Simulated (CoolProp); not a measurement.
Ethylene at 293.15 K and 20 MPa is compressed adiabatically to 119 MPa with isentropic efficiency 0.8. Each further row changes one setting.

Values from CoolProp's reference Helmholtz-energy equation of state, Smukala 2000.

```
case             work (kJ/kg)  final temperature (K)  final density (kg/m³)
---------------  ------------  ---------------------  ---------------------
as stated                 ___                    ___                    ___
efficiency 1              ___                    ___                    508
efficiency 0.65           ___                    ___                    479
```

Complete the blanks.


- as stated, work (kJ/kg): 265
- as stated, final temperature (K): 372.8
- as stated, final density (kg/m³): 494
- efficiency 1, work (kJ/kg): 212
- efficiency 1, final temperature (K): 350.5
- efficiency 0.65, work (kJ/kg): 326
- efficiency 0.65, final temperature (K): 397.9
